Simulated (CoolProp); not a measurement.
Fluoroethane (R161) along the isotherm -85.25 °C: Z from the reference equation and from simpler models built on Tc = 102.1 °C, pc = 5.010 MPa, ω = 0.216; each cubic takes its own stable root.

Computed with CoolProp (reference Helmholtz-energy equation of state, Wu 2012).

```
p (MPa)   phase  reference
-------  ------  ---------
0.193    liquid   0.006732
0.385    liquid    0.01343
0.578    liquid    0.02015
0.771    liquid    0.02688
0.963    liquid    0.03357
1.16     liquid    0.04043
1.35     liquid    0.04704
1.54     liquid    0.05366
1.73     liquid    0.06027
1.93     liquid    0.06722
2.12     liquid    0.07383
2.31     liquid    0.08043
2.5      liquid    0.08704
```

How far does each simpler model (Redlich-Kwong, Peng-Robinson) lie from the reference over these 13 states: mean and median of the absolute difference, and the worst?


- Redlich-Kwong: mean 17.4 %, median 17.3 %, worst +17.4 % at -85.25 °C and 0.193 MPa
- Peng-Robinson: mean 2.7 %, median 2.7 %, worst +2.7 % at -85.25 °C and 0.193 MPa
